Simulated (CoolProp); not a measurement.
Saturation properties of nitrogen.

The numbers come from the reference Helmholtz-energy equation of state, Span 2000 in CoolProp.

| T (K) | p (kPa) | liquid density (kg/m³) | vapour density (kg/m³) | liquid viscosity (µPa s) |
|---|---|---|---|---|
| 93.4 | 477.1 | 727.0 | 19.73 | 92.4 |
| 96.3 | 596.4 | 711.0 | 24.52 | 84.6 |
| 99.1 | 730.8 | 694.7 | 30.00 | 77.8 |
| 101.9 | 885.7 | 677.7 | 36.45 | 71.6 |
| 104.8 | 1070 | 658.9 | 44.36 | 65.7 |
| 107.6 | 1272 | 639.4 | 53.43 | 60.3 |
| 110.5 | 1509 | 617.5 | 64.67 | 55.1 |
| 113.3 | 1766 | 594.2 | 77.85 | 50.2 |
| 116.1 | 2054 | 568.0 | 94.14 | 45.4 |
| 119 | 2387 | 536.0 | 115.9 | 40.3 |
| 121.8 | 2746 | 497.2 | 145.0 | 34.9 |

It boils at 77.4 K under 1 atm.

Viscosity comes from a separate model (Lemmon 2004).
